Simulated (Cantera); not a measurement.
Mixture: CH4 : O2 : N2 = 1 : 1.18 : 4.42 (molar parts), equivalence ratio 1.7, at 0.444 atm, adiabatic and at constant pressure. Ignition delay is the time to a rise of 400 K.

Cantera simulation using GRI-Mech 3.0 (53 species, 325 reactions); the numbers are that mechanism's predictions, not measurements.

Question: Predict: delay at 1300 K; delay at 1450 K; delay at 1600 K; delay at 1750 K; delay at 1900 K; apparent activation energy between 1750 and 1900 K.

Answer: 
| Quantity | Result |
|---|---|
| delay at 1300 K | 28.7 ms |
| delay at 1450 K | 4.52 ms |
| delay at 1600 K | 1.03 ms |
| delay at 1750 K | 0.334 ms |
| delay at 1900 K | 0.137 ms |
| apparent activation energy between 1750 and 1900 K | 160 kJ/mol |
